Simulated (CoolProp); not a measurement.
Nitrous oxide along the isobar 79.5 bar: fugacity coefficient from the reference equation and from simpler models built on Tc = 309.5 K, pc = 72.45 bar, ω = 0.161; each cubic takes its own stable root.

Values from CoolProp's reference Helmholtz-energy equation of state, Lemmon 2006. It is a short technical equation, of lower accuracy than the large ones.

```json
[
 {"T (K)": "228.6", "phase": "liquid", "reference": "0.1049", "van der Waals": "0.2455", "Redlich-Kwong": "0.1295"},
 {"T (K)": "236.8", "phase": "liquid", "reference": "0.1365", "van der Waals": "0.2820", "Redlich-Kwong": "0.1647"},
 {"T (K)": "245", "phase": "liquid", "reference": "0.1734", "van der Waals": "0.3204", "Redlich-Kwong": "0.2047"},
 {"T (K)": "253.2", "phase": "liquid", "reference": "0.2156", "van der Waals": "0.3606", "Redlich-Kwong": "0.2491"},
 {"T (K)": "261.4", "phase": "liquid", "reference": "0.2630", "van der Waals": "0.4021", "Redlich-Kwong": "0.2977"},
 {"T (K)": "269.7", "phase": "liquid", "reference": "0.3159", "van der Waals": "0.4452", "Redlich-Kwong": "0.3504"},
 {"T (K)": "277.9", "phase": "liquid", "reference": "0.3724", "van der Waals": "0.4884", "Redlich-Kwong": "0.4052"},
 {"T (K)": "286.1", "phase": "liquid", "reference": "0.4325", "van der Waals": "0.5319", "Redlich-Kwong": "0.4618"},
 {"T (K)": "294.3", "phase": "liquid", "reference": "0.4951", "van der Waals": "0.5751", "Redlich-Kwong": "0.5192"},
 {"T (K)": "302.5", "phase": "liquid", "reference": "0.5588", "van der Waals": "0.6173", "Redlich-Kwong": "0.5758"},
 {"T (K)": "310.8", "phase": "supercritical", "reference": "0.6217", "van der Waals": "0.6577", "Redlich-Kwong": "0.6295"},
 {"T (K)": "319", "phase": "supercritical", "reference": "0.6670", "van der Waals": "0.6912", "Redlich-Kwong": "0.6693"}
]
```
